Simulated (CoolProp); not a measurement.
Vapour-liquid equilibrium of dimethyl carbonate (1) + n-octane (2) at 0.189 MPa; x and y are mole fractions of (1).

Values from CoolProp's multi-fluid Helmholtz-energy mixture model, Zhou 2011 and Beckmüller 2019; pair parameters Bell 2016.

| x | bubble temperature (°C) | y at the bubble point | dew temperature at overall composition x (°C) | liquid density (mol/L) |
|---|---|---|---|---|
| 0.05 | 140.0 | 0.238 | 147.8 | 5.346 |
| 0.125 | 129.7 | 0.450 | 144.8 | 5.631 |
| 0.2 | 123.1 | 0.569 | 141.7 | 5.905 |
| 0.275 | 118.8 | 0.640 | 138.3 | 6.182 |
| 0.35 | 115.9 | 0.686 | 134.8 | 6.470 |
| 0.425 | 114.0 | 0.718 | 131.1 | 6.776 |
| 0.5 | 112.7 | 0.743 | 127.0 | 7.108 |
| 0.575 | 111.8 | 0.764 | 122.7 | 7.472 |
| 0.65 | 111.1 | 0.784 | 118.1 | 7.875 |
| 0.725 | 110.5 | 0.806 | 113.7 | 8.324 |
| 0.8 | 110.1 | 0.834 | 110.6 | 8.826 |
| 0.875 | 110.0 | 0.874 | 110.0 | 9.389 |
| 0.95 | 110.3 | 0.936 | 110.4 | 10.02 |

y crosses x between x = 0.8 and 0.875: the model has an azeotrope there.

Pair parameters are fitted to limited data, so mixtures are less certain than the pure fluids.
